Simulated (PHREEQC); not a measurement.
Solution (25 °C): 0.018 mol/kgw HBF4. Closed to the air; pH follows from the charge balance.

Equilibrium calculation in PHREEQC: ion-association model, phreeqc.dat.

This is a speciation only: nothing precipitates in the calculation.

Task: Order these F species by the share of F that they hold, largest first: BF2(OH)2-, F-, BF4-, BF3OH-, HF.

Result: BF4- (86 %), HF (10 %), BF3OH- (3.2 %), F- (0.53 %), BF2(OH)2- (0.38 %)

Task: Order these B species by the share of B that they hold, largest first: BF2(OH)2-, H3BO3, BF3OH-, BF4-.

Result: BF4- (86 %), H3BO3 (9.5 %), BF3OH- (4.2 %), BF2(OH)2- (0.77 %)

The pH is 1.82 and the ionic strength 0.0167 mol/kgw. Real BF4- forms and hydrolyses slowly; the run takes it at equilibrium.
